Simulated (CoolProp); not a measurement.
Vapour-liquid equilibrium of R143a (1) + propane (2) at 0.0542 MPa; x and y are mole fractions of (1).

Model: multi-fluid Helmholtz-energy mixture model, Lemmon and Jacobsen 2000 and Lemmon 2009; pair parameters Bell 2016, in CoolProp.

Task: Give the bubble temperature and the first vapour's composition at x = 0.35, 0.65, 0.8. Is there an azeotrope?

Result: x = 0.35: -65.6 °C, y = 0.516; x = 0.65: -65.7 °C, y = 0.567; x = 0.8: -64.9 °C, y = 0.638. y crosses x between x = 0.5 and 0.65: the model has an azeotrope there.

The pair parameters rest on a limited set of measurements; away from them the model extrapolates.
